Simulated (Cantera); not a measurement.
An isothermal, constant-pressure homogeneous reactor starts with 16.6 % H2, 55.2 % O2, 28.2 % N2, equivalence ratio 0.15, at 1275 K and 3.98 Torr.

Computed with Cantera and the H2/O2 subset of GRI-Mech 3.0, which has no nitrogen chemistry. Radical loss at walls, strong at low pressure, is not modelled. The temperature is held fixed by assumption; the heat of reaction is taken as removed at once.

One state of this run: x H2 = 0.00839; x O2 = 0.457; x H2O = 0.126; x HO2 = 1.73e-6; x O = 0.0607; x H2O2 = 7.31e-8; x H = 0.0541. x: mole fraction; the columns are a selection and need not sum to one.

Which value of t (s) does it belong to?
(A) 0.0118
(B) 70.0
(C) 0.104
(D) 0.00135

A, 0.0118
